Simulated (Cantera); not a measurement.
Input: 1 mol SiC, 0.0043 mol O2, 950 mol H2, 0.022 mol N2O, at 0.340 Pa.

Equilibrium computed with Cantera from the NASA thermochemical tables; the gas is ideal and each condensed phase is pure. Candidate condensed phases: C, C6H6, C7H8, C8H18, H2O, Si, SiC, SiO2, Si2N2O, Si3N4; 151 gas species. Kinetics and transport are ignored.

Task: At 1500 K, list the 5 most abundant gas species with their mole fractions, and the condensed phases.

Result: H2 0.990, H 0.00950, Si 3.99e-5, CO 3.19e-5, N2 2.16e-5. Condensed: SiC(s).
